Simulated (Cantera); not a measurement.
A Cantera script and what it prints.

```python
import numpy as np
import cantera as ct

gas_names = """
    O2 H2O
""".split()
cond_names = """
    Li(L) LiH(L) LiOH(L) Li2O(s)
""".split()


# ... load() reads the species with a 1 bar reference pressure and builds the phases ...
species = {s.name: s for s in load("nasa_gas.yaml", gas_names) + load("nasa_condensed.yaml", cond_names)}
T = 1025
g = {n: (s.thermo.h(T) - T * s.thermo.s(T)) / (ct.gas_constant * T * np.log(10)) for n, s in species.items()}
valid = cond_names  # the entries whose range holds T


def stable(la, lb):
    # potentials (over RT ln 10) of the two non-metals from log10 p(O2) and log10 p(H2O) in bar
    mu = {}
    mu["O"] = (g["O2"] + la) / 2
    mu["H"] = (g["H2O"] + lb - 1 * mu["O"]) / 2
    cost = {}
    for n in valid:
        c = species[n].composition
        cost[n] = (g[n] - sum(c.get(e, 0) * m for e, m in mu.items())) / c["Li"]
    return min(cost, key=cost.get)


results = []
for lb in [0, -1.7, -3.4, -5.1, -6.8, -8.5, -10.2, -11.9, -13.6, -15.3, -17]:
    row = [stable(la, lb) for la in [-15, -14.3, -13.6, -12.9, -12.2, -11.5, -10.8, -10.1, -9.4, -8.7, -8, -7.3, -6.7, -6, -5.3, -4.6, -3.9, -3.2, -2.5, -1.8, -1.1, -0.4, 0.3, 1]]
    results.append(row)
    print(f"{lb:6.1f}  " + " ".join(f"{valid.index(n):x}" for n in row))
print("key: " + ", ".join(f"{i:x} {n}" for i, n in enumerate(valid)))
```

It prints:

```
   0.0  2 2 2 2 2 2 2 2 2 2 2 2 2 2 2 2 2 2 2 2 2 2 2 2
  -1.7  3 3 3 3 3 3 3 3 3 3 3 3 3 3 3 3 3 3 3 3 3 3 3 3
  -3.4  3 3 3 3 3 3 3 3 3 3 3 3 3 3 3 3 3 3 3 3 3 3 3 3
  -5.1  3 3 3 3 3 3 3 3 3 3 3 3 3 3 3 3 3 3 3 3 3 3 3 3
  -6.8  3 3 3 3 3 3 3 3 3 3 3 3 3 3 3 3 3 3 3 3 3 3 3 3
  -8.5  3 3 3 3 3 3 3 3 3 3 3 3 3 3 3 3 3 3 3 3 3 3 3 3
 -10.2  3 3 3 3 3 3 3 3 3 3 3 3 3 3 3 3 3 3 3 3 3 3 3 3
 -11.9  3 3 3 3 3 3 3 3 3 3 3 3 3 3 3 3 3 3 3 3 3 3 3 3
 -13.6  3 3 3 3 3 3 3 3 3 3 3 3 3 3 3 3 3 3 3 3 3 3 3 3
 -15.3  3 3 3 3 3 3 3 3 3 3 3 3 3 3 3 3 3 3 3 3 3 3 3 3
 -17.0  3 3 3 3 3 3 3 3 3 3 3 3 3 3 3 3 3 3 3 3 3 3 3 3
key: 0 Li(L), 1 LiH(L), 2 LiOH(L), 3 Li2O(s)
```

Source: NASA polynomial tables (part measured, part estimated), evaluated in Cantera. Not in the tables: the peroxide.
